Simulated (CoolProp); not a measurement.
Vapour-liquid equilibrium of propane (1) + R152A (2) at 256.1 K; x and y are mole fractions of (1).

Model: multi-fluid Helmholtz-energy mixture model, Lemmon 2009 and Outcalt 1996; pair parameters Bell 2016, in CoolProp.

```json
[
 {"x": "0.05", "bubble pressure (MPa)": "0.1757", "y at the bubble point": "0.248", "dew pressure at overall composition x (MPa)": "0.1431", "liquid density (mol/L)": "14.88"},
 {"x": "0.15", "bubble pressure (MPa)": "0.2300", "y at the bubble point": "…", "dew pressure at overall composition x (MPa)": "0.1580", "liquid density (mol/L)": "14.48"},
 {"x": "0.25", "bubble pressure (MPa)": "0.2621", "y at the bubble point": "0.559", "dew pressure at overall composition x (MPa)": "0.1761", "liquid density (mol/L)": "14.11"},
 {"x": "0.35", "bubble pressure (MPa)": "0.2809", "y at the bubble point": "0.612", "dew pressure at overall composition x (MPa)": "0.1982", "liquid density (mol/L)": "13.77"},
 {"x": "0.45", "bubble pressure (MPa)": "…", "y at the bubble point": "0.648", "dew pressure at overall composition x (MPa)": "0.2257", "liquid density (mol/L)": "13.47"},
 {"x": "0.55", "bubble pressure (MPa)": "0.2985", "y at the bubble point": "0.676", "dew pressure at overall composition x (MPa)": "…", "liquid density (mol/L)": "13.21"},
 {"x": "0.65", "bubble pressure (MPa)": "0.3025", "y at the bubble point": "0.706", "dew pressure at overall composition x (MPa)": "0.2925", "liquid density (mol/L)": "12.98"},
 {"x": "0.75", "bubble pressure (MPa)": "0.3039", "y at the bubble point": "0.744", "dew pressure at overall composition x (MPa)": "0.3038", "liquid density (mol/L)": "12.79"},
 {"x": "0.85", "bubble pressure (MPa)": "0.3003", "y at the bubble point": "0.803", "dew pressure at overall composition x (MPa)": "0.2948", "liquid density (mol/L)": "…"},
 {"x": "0.95", "bubble pressure (MPa)": "0.2861", "y at the bubble point": "0.909", "dew pressure at overall composition x (MPa)": "0.2797", "liquid density (mol/L)": "12.53"}
]
```

Problem. Some entries are withheld; supply them.

Solution. 
- 0.15, y at the bubble point: 0.464
- 0.45, bubble pressure (MPa): 0.2918
- 0.55, dew pressure at overall composition x (MPa): 0.2589
- 0.85, liquid density (mol/L): 12.65

y crosses x between x = 0.65 and 0.75: the model has an azeotrope there.

The pair parameters rest on a limited set of measurements; away from them the model extrapolates. With so large a gap from Raoult's law the liquid may split in two, which this calculation doesn't test in full.
